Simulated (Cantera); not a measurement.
A closed system holds: 1 mol BN, 0.28 mol O₂, 29 mol H₂, equilibrated at 0.110 bar.

Method: chemical equilibrium by Gibbs-energy minimisation in Cantera with the NASA 1993 tables (ideal gas, pure condensed phases). Candidate condensed phases: B, BN, B₂O₃, B₃O₃H₃, H₂O; 39 gas species. Mutual solubility and eutectic melting of coexisting phases are not modelled. Equilibrium is a limit: real reactors are often held back by kinetics, nucleation or transport.

Problem. At 1423 K, list the 5 most abundant gas species with their mole fractions, and the condensed phases.

Solution. H₂ 0.992, N₂ 0.00608, HBO₂ 0.000939, H₂O 0.000699, HBO 0.000440. Condensed: BN(s) + B₂O₃(l).
